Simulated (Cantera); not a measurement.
An isothermal, constant-pressure homogeneous reactor starts with CH4 : H2O = 1 : 1.8 (molar parts), at 1575 K and 1.10 bar. Integrator tolerance rtol = 1e-08.

Model: GRI-Mech 3.0 (53 species, 325 reactions), integrated in Cantera.

Task: What does this change do: CH4 1 to 6.5 parts?

Result: 
```tsv
quantity	before	after
x(CH4) at 2.00 s	0.0415 (gas-phase equilibrium 7.41e-7)	0.0860 (gas-phase equilibrium 0.0793)
x(H2O) at 2.00 s	0.316 (gas-phase equilibrium 0.151)	0.0730 (gas-phase equilibrium 1.07e-6)
x(CO2) at 2.00 s	0.0196 (gas-phase equilibrium 0.0157)	0.00200 (gas-phase equilibrium 6.35e-8)
x(O) at 2.00 s	1.59e-11 (gas-phase equilibrium 1.14e-11)	1.67e-12 (gas-phase equilibrium <1e-12)
x(CH3) at 2.00 s	4.83e-5 (gas-phase equilibrium 7.50e-10)	8.78e-5 (gas-phase equilibrium 7.74e-5)
x(HO2) at 2.00 s	<1e-12 (gas-phase equilibrium <1e-12)	<1e-12 (gas-phase equilibrium <1e-12)
x(CH2O) at 2.00 s	3.25e-7 (gas-phase equilibrium 5.86e-8)	8.68e-8 (gas-phase equilibrium 3.86e-8)
```
GRI-Mech 3.0 stops at C3 and has no aromatics, soot or wall deposition, so with more carbon than oxygen in the feed, carbon stays in small species such as C2H2 where larger ones or solid carbon would form.

Task: What does this change do: CH4 1 to 0.29 parts?

Result: 
| quantity | before | after |
|---|---|---|
| x(CH4) at 2.00 s | 0.0415 (gas-phase equilibrium 7.41e-7) | 0.0161 (gas-phase equilibrium 1.43e-8) |
| x(H2O) at 2.00 s | 0.316 (gas-phase equilibrium 0.151) | 0.594 (gas-phase equilibrium 0.529) |
| x(CO2) at 2.00 s | 0.0196 (gas-phase equilibrium 0.0157) | 0.0326 (gas-phase equilibrium 0.0364) |
| x(O) at 2.00 s | 1.59e-11 (gas-phase equilibrium 1.14e-11) | 7.49e-11 (gas-phase equilibrium 7.09e-11) |
| x(CH3) at 2.00 s | 4.83e-5 (gas-phase equilibrium 7.50e-10) | 2.37e-5 (gas-phase equilibrium 1.93e-11) |
| x(HO2) at 2.00 s | <1e-12 (gas-phase equilibrium <1e-12) | <1e-12 (gas-phase equilibrium <1e-12) |
| x(CH2O) at 2.00 s | 3.25e-7 (gas-phase equilibrium 5.86e-8) | 4.93e-7 (gas-phase equilibrium 1.24e-8) |
